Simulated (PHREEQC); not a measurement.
# Reverse-osmosis permeate (model solution)

A made-up water analysis in mg/L, 25 °C, pH 7.18, pe 12.6: Na 0.287; K 0.139; Ca 1.91; Mg 0.00341; Cl 2; S(6) as SO4 0.937; Alkalinity as HCO3 2.03; N(5) as NO3 0.209.

Valence states are taken as typed.

Computed with PHREEQC (ion-association model, phreeqc.dat).

Precipitation was switched off in this run.

Task: Predict the charge-balance error.

Result: charge-balance error -0.4 %.

Task: In which forms is C present?

Result: HCO3- 87 %, CO2 13 % of the C.

Complexes and solids missing from the database can't appear.
